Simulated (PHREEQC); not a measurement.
Solution (60 °C): 6.9 mmol/kgw HF, 27 mmol/kgw NaF and 14 mmol/kgw H2SiF6. Closed to the air; pH follows from the charge balance.

Model: ion-association model, wateq4f.dat, run in PHREEQC.

Each row changes one thing in this solution. This is a speciation only: nothing precipitates in the calculation.

| case | pH | ionic strength (mol/kgw) | HF (mol/kgw) | F- (mol/kgw) | H2F2 (mol/kgw) | HF2- (mol/kgw) |
|---|---|---|---|---|---|---|
| as made | 2.41 | 0.0456 | 0.0288 | 0.00315 | 0.000570 | 0.000403 |
| H2SiF6 replaced by NaBF4 at the same molality | 3.86 | 0.0408 | 0.00839 | 0.0259 | 4.83e-5 | 0.000965 |
| NaF left out | 1.66 | 0.0378 | 0.0153 | 0.000297 | 0.000162 | 2.02e-5 |
| diluted 5-fold with water | 2.87 | 0.00940 | 0.00654 | 0.00183 | 2.92e-5 | 5.25e-5 |
| diluted 100-fold with water | 3.48 | 0.000608 | 0.000568 | 0.000607 | 2.20e-7 | 1.52e-6 |
| temperature from 60 to 75 °C | ? | 0.0450 | 0.0299 | ? | 0.000331 | 0.000357 |
| NaF from 0.027 to 0.0135 mol/kgw | 1.89 | 0.0423 | 0.0198 | 0.000658 | ? | 5.78e-5 |
| HF from 0.0069 to 0.069 mol/kgw | 2.17 | 0.0488 | 0.0788 | 0.00507 | 0.00428 | 0.00178 |

**Question.** Complete the blanks.

**Answer.** 
- temperature from 60 to 75 °C, pH: 2.46
- temperature from 60 to 75 °C, F- (mol/kgw): 0.00273
- NaF from 0.027 to 0.0135 mol/kgw, H2F2 (mol/kgw): 0.000270

Some of these states are supersaturated (in Quartz (slow to form), Chalcedony (slow to form), for instance). At this temperature some constants are extrapolated from 25 °C, and those without enthalpy data are left unchanged. SiF6-2 is the database's only silicon fluoride.
